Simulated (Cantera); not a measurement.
A perfectly stirred reactor is fed with CH₄ : H₂O : H₂ = 1 : 0.97 : 0.1 (molar parts), at 1.70 bar; it is held at 1650 K, and followed from long to short residence time.

Computed with Cantera and GRI-Mech 3.0 (53 species, 325 reactions).

| quantity | before | after |
|---|---|---|
| x(CH₄) at τ = 1.60 s | 0.0564 | 0.202 |
| x(H₂O) at τ = 1.60 s | 0.169 | 0.356 |
| x(H₂) at τ = 1.60 s | 0.590 | 0.339 |
| x(C₂H) at τ = 1.60 s | 2.36e-8 | 1.56e-9 |
| x(C₂H₆) at τ = 1.60 s | 2.30e-5 | 0.000179 |
| x(CH₄) at τ = 0.120 s | 0.129 | 0.388 |
| x(H₂O) at τ = 0.120 s | 0.317 | 0.440 |
| x(H₂) at τ = 0.120 s | 0.424 | 0.138 |
| x(C₂H) at τ = 0.120 s | 3.87e-8 | 5.80e-10 |
| x(C₂H₆) at τ = 0.120 s | 0.000113 | 0.000625 |

**Question.** Name the change that produced these shifts.
A) pressure from 1.70 bar to 1.30 bar
B) temperature 1650 to 1925 K
C) temperature 1650 to 1475 K
D) CH4 1 to 2.1 parts

**Answer.** C, temperature 1650 to 1475 K
